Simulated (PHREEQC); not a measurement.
Make-up at 25 °C: 0.28 mol/kgw HF, 8.2e-05 mol/kgw (NH4)2SiF6, 2.2e-05 mol/kgw H3BO3 and 0.0042 mol/kgw HCl. Closed to the air; pH follows from the charge balance.

Model: ion-association model, wateq4f.dat, run in PHREEQC.

This is a speciation only: nothing precipitates in the calculation.

Predict the pH.

pH 1.83.

In which forms is F present?

HF 53 %, H2F2 41 %, HF2- 3.1 %, F- 2.8 % of the F.

wateq4f.dat counts part of the HF as a dimer, H2F2, which phreeqc.dat doesn't know; its constant is uncertain. SiF6-2 is the database's only silicon fluoride. Real BF4- forms and hydrolyses slowly; the run takes it at equilibrium.
